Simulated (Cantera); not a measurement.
A freely propagating, adiabatic, planar premixed flame of CO : H2 : CH4 : O2 : N2 : CO2 = 1 : 0.84 : 0.6 : 3.21 : 10.9 : 2.7 (molar parts), equivalence ratio 0.66, unburnt at 548 K and 0.133 bar; mixture-averaged transport, grid criteria slope 0.08 and curve 0.16, no radiation.

Detailed kinetics in Cantera: GRI-Mech 3.0 (53 species, 325 reactions). Burning velocities carry a grid error of a few per cent, more on coarse grids.

How do the results move with these cheaper or finer settings: unity-Lewis-number transport; multicomponent transport; multicomponent+Soret transport; grid criteria slope 0.5, curve 1; grid criteria slope 0.25, curve 0.5; grid criteria slope 0.03, curve 0.06?


| setting | laminar burning velocity | thermal thickness | peak x(CH2) | peak x(CH2O) | grid points |
|---|---|---|---|---|---|
| as above | 115 cm/s | 3.50 mm | 2.52e-6 | 0.000264 | 156 |
| unity-Lewis-number transport | 89.3 cm/s | 3.27 mm | 2.02e-6 | 0.000225 | 135 |
| multicomponent transport | 115 cm/s | 3.50 mm | 2.51e-6 | 0.000264 | 156 |
| multicomponent+Soret transport | 111 cm/s | 3.52 mm | 2.44e-6 | 0.000260 | 157 |
| grid criteria slope 0.5, curve 1 | 130 cm/s | 4.11 mm | 2.27e-6 | 0.000249 | 49 |
| grid criteria slope 0.25, curve 0.5 | 121 cm/s | 3.71 mm | 2.47e-6 | 0.000261 | 75 |
| grid criteria slope 0.03, curve 0.06 | 114 cm/s | 3.44 mm | 2.54e-6 | 0.000265 | 341 |
The base run took roughly 28 core-seconds.
Unity Lewis numbers drop preferential diffusion, which matters most where H2 and H carry the flame; Soret adds thermal diffusion.
